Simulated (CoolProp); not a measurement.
n-nonane along the isobar 1.01 bar: density (kg/m³) from the reference equation and from simpler models built on Tc = 594.5 K, pc = 22.82 bar, ω = 0.443; each cubic takes its own stable root.

Values from CoolProp's reference Helmholtz-energy equation of state, Lemmon 2006. It is a short technical equation, of lower accuracy than the large ones.

| T (K) | phase | reference | Redlich-Kwong | Peng-Robinson |
|---|---|---|---|---|
| 382.2 | liquid | 645.9 | 518.1 | 621.9 |
| 409.5 | liquid | 622.1 | 3.980 | 599.9 |
| 436.7 | gas | 3.761 | 3.704 | 3.740 |
| 463.9 | gas | 3.500 | 3.466 | 3.492 |
| 491.1 | gas | 3.279 | 3.258 | 3.277 |
| 518.3 | gas | 3.087 | 3.076 | 3.089 |
| 545.6 | gas | 2.919 | 2.912 | 2.922 |
| 572.8 | gas | 2.770 | 2.767 | 2.773 |
| 600 | gas | 2.636 | 2.636 | 2.640 |

At some of these states Redlich-Kwong gives the other phase, because its saturation line lies elsewhere.
